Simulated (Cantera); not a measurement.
A perfectly stirred reactor is fed with CH4 : O2 : N2 = 1 : 1.25 : 4.7 (molar parts), equivalence ratio 1.6, at 750 Torr; it is adiabatic with a 300 K inlet, and is followed from long to short residence time, starting on the burning branch (τ in s: 0.34, 0.12, 0.043, 0.015, 0.0054, 0.0019, 0.00068, 0.00024, 8.5e-05, 3e-05).

Model: GRI-Mech 3.0 (53 species, 325 reactions), integrated in Cantera.

### Question
What does this change do: pressure from 750 Torr to 1350 Torr?

### Answer
```tsv
quantity	before	after
blow-out, bracketed by the residence times tried	burning at 1.90 ms, out at 0.680 ms	burning at 1.90 ms, out at 0.680 ms
x(CH4) at τ = 0.340 s	0.00293	0.00321
x(O2) at τ = 0.340 s	0.000193	0.000155
x(C2H6) at τ = 0.340 s	1.17e-6	1.19e-6
x(CH2CO) at τ = 0.340 s	6.15e-6	5.06e-6
x(CO2) at τ = 0.340 s	0.0385	0.0387
x(CH4) at τ = 1.90 ms	0.0132	0.0135
x(O2) at τ = 1.90 ms	0.0144	0.0115
x(C2H6) at τ = 1.90 ms	0.000213	0.000176
x(CH2CO) at τ = 1.90 ms	0.000242	0.000237
x(CO2) at τ = 1.90 ms	0.0297	0.0327
```
